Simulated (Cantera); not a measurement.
**Reactions in the system H-N-O-Zr**

Source: NASA polynomial tables (part measured, part estimated), evaluated in Cantera. Values are per mole of reaction as written; species without (g) are pure solids or liquids, kept so even where they would boil at 1 bar. ZrN: taken at fixed stoichiometry.

2 ZrO2 + 6 NH3(g) = 2 ZrN + 4 NO(g) + 9 H2(g)

```json
[
 {"T (K)": "300", "ΔH° (kJ)": "2105.4", "ΔS° (J/K)": "840.4", "ΔG° (kJ)": "1853.3", "log10 K": "-322.68", "condensed phases": "ZrO2(monoclinic), ZrN(s)"},
 {"T (K)": "2348", "ΔH° (kJ)": "2143.0", "ΔS° (J/K)": "932.7", "ΔG° (kJ)": "-47.0", "log10 K": "1.05", "condensed phases": "ZrO2(tetragonal), ZrN(s)"},
 {"T (K)": "2448", "ΔH° (kJ)": "2142.2", "ΔS° (J/K)": "932.4", "ΔG° (kJ)": "-140.3", "log10 K": "2.99", "condensed phases": "ZrO2(tetragonal), ZrN(s)"},
 {"T (K)": "2548", "ΔH° (kJ)": "2141.5", "ΔS° (J/K)": "932.1", "ΔG° (kJ)": "-233.5", "log10 K": "4.79", "condensed phases": "ZrO2(tetragonal), ZrN(s)"},
 {"T (K)": "2648", "ΔH° (kJ)": "2140.8", "ΔS° (J/K)": "931.8", "ΔG° (kJ)": "-326.7", "log10 K": "6.44", "condensed phases": "ZrO2(s), ZrN(s)"},
 {"T (K)": "2748", "ΔH° (kJ)": "2140.1", "ΔS° (J/K)": "931.6", "ΔG° (kJ)": "-419.9", "log10 K": "7.98", "condensed phases": "ZrO2(s), ZrN(s)"},
 {"T (K)": "2848", "ΔH° (kJ)": "2139.6", "ΔS° (J/K)": "931.4", "ΔG° (kJ)": "-513.0", "log10 K": "9.41", "condensed phases": "ZrO2(s), ZrN(s)"}
]
```

6 OH(g) + ZrN = ZrO2(g) + 3 H2O(g) + NO(g)

| T (K) | ΔH° (kJ) | ΔS° (J/K) | ΔG° (kJ) | log10 K |
|---|---|---|---|---|
| 300 | -791.3 | -90.6 | -764.1 | 133.04 |
| 2348 | -840.2 | -148.4 | -491.9 | 10.94 |
| 2448 | -842.2 | -149.2 | -477.0 | 10.18 |
| 2548 | -844.3 | -150.0 | -462.0 | 9.47 |
| 2648 | -846.4 | -150.8 | -447.0 | 8.82 |
| 2748 | -848.6 | -151.6 | -431.8 | 8.21 |
| 2848 | -850.8 | -152.4 | -416.6 | 7.64 |
